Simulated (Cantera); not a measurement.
Feed: 1 mol Fe₂O₃, 2.4 mol CH₄, 0.25 mol H₂, equilibrated at 0.0340 bar.

Cantera equilibrium calculation (NASA polynomials, part measured and part estimated; ideal gas, pure solids and liquids). Candidate condensed phases: C, C₆H₆, C₇H₈, C₈H₁₈, Fe, Fe(CO)₅, FeO, Fe(OH)₂, Fe(OH)₃, Fe₂O₃, Fe₃O₄, H₂O; 114 gas species. Rates play no part.

log p: log10 of the partial pressure in bar; n: condensed amount in mol.

| T (°C) | log p H₂ | log p CO | log p Fe | log p H₂O | log p H | log p CO₂ | log p OH | n Fe(l) |
|---|---|---|---|---|---|---|---|---|
| 1727 | -1.70 | -1.98 | -3.44 | -2.62 | -3.64 | -3.56 | … | 1.92 |
| 1777 | -1.70 | -1.98 | -3.20 | -2.62 | -3.49 | -3.58 | … | 1.86 |
| 1827 | -1.71 | -1.99 | -2.98 | -2.62 | -3.36 | -3.60 | … | 1.76 |
| 1877 | -1.72 | -2.00 | -2.76 | -2.63 | -3.23 | -3.62 | … | 1.59 |
| 1927 | -1.74 | -2.01 | -2.56 | -2.65 | -3.12 | -3.65 | … | 1.33 |
| 1977 | -1.77 | -2.04 | -2.36 | -2.68 | -3.01 | -3.68 | … | 0.885 |
| 2027 | -1.81 | -2.07 | -2.18 | -2.72 | -2.92 | -3.73 | … | 0.135 |
| 2077 | -1.82 | -2.08 | -2.16 | -2.73 | -2.81 | -3.75 | … | 0 |
| 2127 | -1.83 | -2.09 | -2.16 | -2.74 | -2.71 | -3.76 | … | 0 |

Complete the blanks.


- 1727, log p OH: -5.56
- 1777, log p OH: -5.37
- 1827, log p OH: -5.20
- 1877, log p OH: -5.04
- 1927, log p OH: -4.89
- 1977, log p OH: -4.75
- 2027, log p OH: -4.62
- 2077, log p OH: -4.49
- 2127, log p OH: -4.36
